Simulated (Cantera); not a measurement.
A closed system holds: 1 mol Si(CH₃)₄, 0.14 mol C₂H₂, 21 mol H₂, at 0.100 bar.

Equilibrium computed with Cantera from the NASA thermochemical tables; the gas is ideal and each condensed phase is pure. Candidate condensed phases: C, C₆H₆, C₇H₈, C₈H₁₈, Si, SiC; 87 gas species. Gases not in the tables: Si₂H₆ and higher silanes. Equilibrium is a limit: real reactors are often held back by kinetics, nucleation or transport.

Question: Which condensed phases are stable at each of these points (T (K)): 1998, 2098, 2198, 2298, 2398, 2498, 2598?

Answer: 
| T (K) | condensed phases | Si condensed (%) |
|---|---|---|
| 1998 | C(graphite) + SiC(s) | 99.9 |
| 2098 | C(graphite) + SiC(s) | 99.6 |
| 2198 | C(graphite) + SiC(s) | 98.5 |
| 2298 | C(graphite) + SiC(s) | 94.7 |
| 2398 | C(graphite) + SiC(s) | 82.8 |
| 2498 | C(graphite) + SiC(s) | 47.1 |
| 2598 | C(graphite) | 0.0 |

From 1998 K to 2498 K the condensed part is C(graphite) + SiC(s). At 2598 K the condensed part is C(graphite).
